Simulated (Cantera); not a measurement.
Cantera with NASA thermochemical tables; ideal gases at 1 bar, condensed phases pure. Values are per mole of reaction as written; species without (g) are pure solids or liquids, kept so even where they would boil at 1 bar.

H₂S(g) + SiH₂(g) ⇌ S + SiH₄(g)

```csv
T (K),ΔH° (kJ),ΔS° (J/K),ΔG° (kJ),log10 K,condensed phases
300,___,___,___,___,S(s)
448,___,___,___,___,S(l)
498,-186.8,-167.6,-103.3,10.84,S(l)
548,-185.9,-165.9,-95.0,9.06,S(l)
598,___,___,___,___,S(l)
648,-184.5,-163.5,-78.5,6.33,S(l)
698,-184.0,-162.7,-70.4,5.27,S(l)
748,-183.5,-162.0,-62.3,4.35,S(l)
798,-183.0,-161.4,-54.2,3.55,S(l)
848,___,___,___,___,S(l)
898,-181.7,-159.8,-38.1,2.22,S(l)
948,-180.9,-159.0,-30.2,1.66,S(l)
```

### Question
Complete the blanks.

### Answer

- 300, ΔH° (kJ): -190.5
- 300, ΔS° (J/K): -176.6
- 300, ΔG° (kJ): -137.6
- 300, log10 K: 23.95
- 448, ΔH° (kJ): -187.7
- 448, ΔS° (J/K): -169.6
- 448, ΔG° (kJ): -111.8
- 448, log10 K: 13.03
- 598, ΔH° (kJ): -185.1
- 598, ΔS° (J/K): -164.5
- 598, ΔG° (kJ): -86.7
- 598, log10 K: 7.58
- 848, ΔH° (kJ): -182.4
- 848, ΔS° (J/K): -160.6
- 848, ΔG° (kJ): -46.1
- 848, log10 K: 2.84
